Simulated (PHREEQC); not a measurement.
Solution (55 °C): 0.36 mmol/kgw Ag2SO4 and 3.4 mmol/kgw HBF4. Closed to the air; pH follows from the charge balance.

Model: ion-association model, wateq4f.dat, run in PHREEQC.

This is a speciation only: nothing precipitates in the calculation.

Order these S species by the share of S that they hold, largest first: HSO4-, SO4-2, AgSO4-.

SO4-2 (70 %), HSO4- (29 %), AgSO4- (0.93 %)

The pH is 2.60 and the ionic strength 0.00367 mol/kgw. Species that the database lacks are ignored. Constants without temperature data keep their 25 °C values here. Real BF4- forms and hydrolyses slowly; the run takes it at equilibrium.
